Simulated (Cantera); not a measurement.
**N2O furnace oxynitridation**

An isothermal, constant-pressure homogeneous reactor starts with N2O : H2O = 1 : 0.047 (molar parts), at 1398 K and 100.0 Torr.

Computed with Cantera and GRI-Mech 3.0 (53 species, 325 reactions). GRI-Mech 3.0 was tuned for natural gas; its chemistry of N2O as a main component is partial and can be far from experiment. The mechanism lacks the step 2 NO + O2 → 2 NO2, which can matter for NO2 below about 1400 K. The temperature is held fixed by assumption; the heat of reaction is taken as removed at once.

```json
[
 {"t (s)": "3.00e-5", "x N2O": "0.955", "x H2O": "0.0449", "x O2": "1.14e-5", "x HO2": "2.65e-8", "x H2": "3.70e-11", "x NO": "5.58e-6"},
 {"t (s)": "0.000118", "x N2O": "0.955", "x H2O": "0.0449", "x O2": "8.31e-5", "x HO2": "8.14e-7", "x H2": "3.87e-9", "x NO": "4.04e-5"},
 {"t (s)": "0.000460", "x N2O": "0.954", "x H2O": "0.0448", "x O2": "0.000391", "x HO2": "1.01e-5", "x H2": "1.31e-7", "x NO": "0.000186"},
 {"t (s)": "0.00180", "x N2O": "0.949", "x H2O": "0.0447", "x O2": "0.00167", "x HO2": "1.78e-5", "x H2": "9.15e-7", "x NO": "0.000726"},
 {"t (s)": "0.00706", "x N2O": "0.931", "x H2O": "0.0445", "x O2": "0.00670", "x HO2": "1.21e-5", "x H2": "1.18e-6", "x NO": "0.00270"},
 {"t (s)": "0.0277", "x N2O": "0.864", "x H2O": "0.0434", "x O2": "0.0253", "x HO2": "6.47e-6", "x H2": "6.68e-7", "x NO": "0.00999"},
 {"t (s)": "0.108", "x N2O": "0.658", "x H2O": "0.0403", "x O2": "0.0835", "x HO2": "2.19e-6", "x H2": "5.53e-7", "x NO": "0.0328"},
 {"t (s)": "0.425", "x N2O": "0.266", "x H2O": "0.0344", "x O2": "0.195", "x HO2": "4.32e-7", "x H2": "6.67e-7", "x NO": "0.0750"},
 {"t (s)": "1.66", "x N2O": "0.0191", "x H2O": "0.0306", "x O2": "0.268", "x HO2": "6.14e-8", "x H2": "4.82e-7", "x NO": "0.0979"},
 {"t (s)": "6.52", "x N2O": "3.07e-5", "x H2O": "0.0304", "x O2": "0.274", "x HO2": "3.61e-8", "x H2": "7.11e-8", "x NO": "0.0981"},
 {"t (s)": "25.5", "x N2O": "2.29e-6", "x H2O": "0.0304", "x O2": "0.274", "x HO2": "3.61e-8", "x H2": "7.02e-8", "x NO": "0.0979"},
 {"t (s)": "100", "x N2O": "2.27e-6", "x H2O": "0.0304", "x O2": "0.274", "x HO2": "3.62e-8", "x H2": "7.02e-8", "x NO": "0.0975"}
]
```
x: mole fraction; the columns are a selection and need not sum to one.

Equilibrium at this temperature and pressure: N2O 1.70e-8, H2O 0.0304, O2 0.323, HO2 4.09e-8, H2 6.46e-8, NO 0.000808 (gas phase only).
